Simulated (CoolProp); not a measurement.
Properties of n-dodecane along the isobar 2.39 MPa.

The numbers come from the reference Helmholtz-energy equation of state, Lemmon 2004 in CoolProp. It is a short technical equation, of lower accuracy than the large ones.

| T (K) | phase | density (kg/m³) | Joule-Thomson coefficient (K/MPa) | fugacity coefficient |
|---|---|---|---|---|
| 414.1 | liquid | 661.8 | … | 0.005461 |
| 434.7 | liquid | 645.7 | -0.2656 | 0.01086 |
| 455.3 | liquid | 629.2 | -0.2307 | 0.01987 |
| 475.9 | liquid | 612.0 | -0.1903 | 0.03384 |
| 496.5 | liquid | 594.0 | … | 0.05417 |
| 517.1 | liquid | 575.0 | -0.08327 | 0.08215 |
| 537.7 | liquid | … | -0.008101 | 0.1188 |
| 558.2 | liquid | 533.1 | 0.09128 | … |
| 578.8 | liquid | 509.2 | … | 0.2199 |
| 599.4 | liquid | 482.3 | 0.4417 | 0.2841 |
| 620 | liquid | 451.2 | 0.7932 | 0.3559 |

Question: Some entries are withheld; supply them.

Answer: 
- 414.1, Joule-Thomson coefficient (K/MPa): -0.2965
- 496.5, Joule-Thomson coefficient (K/MPa): -0.1423
- 537.7, density (kg/m³): 554.8
- 558.2, fugacity coefficient: 0.1645
- 578.8, Joule-Thomson coefficient (K/MPa): 0.2312
